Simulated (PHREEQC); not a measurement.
Phosphoric acid bath (model solution)

Consider water at 75 °C with 0.18 mol H3PO4 and 0.035 mol HNO3 per kg of water. Closed to the air; pH follows from the charge balance.

Equilibrium calculation in PHREEQC: ion-association model, phreeqc.dat.

Precipitation was switched off in this run.

Q: Predict the pH.

A: pH 1.35.

Q: In which forms is P present?

A: H3PO4 90 %, H2PO4- 10 % of the P.

Complexes and solids missing from the database can't appear. Away from 25 °C the constants follow the database's enthalpies or fits; those with neither stay at their 25 °C values.
